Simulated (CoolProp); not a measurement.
A closed Brayton cycle with dry air: compressor inlet 312.15 K and 5.3 MPa, high pressure 9.63 MPa, turbine inlet 970 K, compressor efficiency 0.85, turbine efficiency 0.85, recuperator effectiveness 0 (on enthalpy, no pinch check). Each further row changes one setting.

Computed with CoolProp (reference Helmholtz-energy equation of state, Lemmon 2000). It is a pseudo-pure fit of the blend.

| case | thermal efficiency (%) | net work (kJ/kg) | compressor to turbine work | compressor exit (K) | turbine exit (K) |
|---|---|---|---|---|---|
| as stated | [?] | 65.0 | 0.52 | 381.2 | 853.3 |
| turbine inlet 920 K | 9.9 | [?] | 0.54 | 381.2 | 808.3 |
| compressor inlet 322.15 K | 9.9 | [?] | [?] | 393.3 | 853.3 |
| high pressure 8.19 MPa | [?] | 50.5 | [?] | 361.3 | [?] |
| recuperator effectiveness 0.5 | 16.6 | 65.0 | 0.52 | 381.2 | 853.3 |

Question: Complete the blanks.

Answer: 
- as stated, thermal efficiency (%): 10.1
- turbine inlet 920 K, net work (kJ/kg): 58.1
- compressor inlet 322.15 K, net work (kJ/kg): 62.6
- compressor inlet 322.15 K, compressor to turbine work: 0.53
- high pressure 8.19 MPa, thermal efficiency (%): 7.6
- high pressure 8.19 MPa, compressor to turbine work: 0.49
- high pressure 8.19 MPa, turbine exit (K): 883.5
